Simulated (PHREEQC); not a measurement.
Make-up at 85 °C: 0.0075 mol CuSO4 and 0.0044 mol HNO3 per kg of water. Closed to the air; pH follows from the charge balance.

All values are PHREEQC results (ion-association model, wateq4f.dat), not measurements.

```json
{
  "pH": "2.70",
  "ionic_strength": "0.0233 mol/kgw",
  "total_alkalinity": "-4.40 meq/kg"
}
```

```
species     molality  activity   log γ
----------  --------  --------  ------
Cu+2         0.00578   0.00311  -0.269
NO3-         0.00440   0.00369  -0.076
SO4-2        0.00368   0.00193  -0.281
H+           0.00230   0.00200  -0.060
HSO4-        0.00210   0.00178  -0.072
CuSO4        0.00172   0.00173   0.002
Cu2(OH)2+2   2.92e-8   1.50e-8  -0.290
CuOH+        1.83e-8   1.55e-8  -0.073
```

This is a speciation only: nothing precipitates in the calculation. Complexes and solids missing from the database can't appear. Away from 25 °C the constants follow the database's enthalpies or fits; those with neither stay at their 25 °C values.
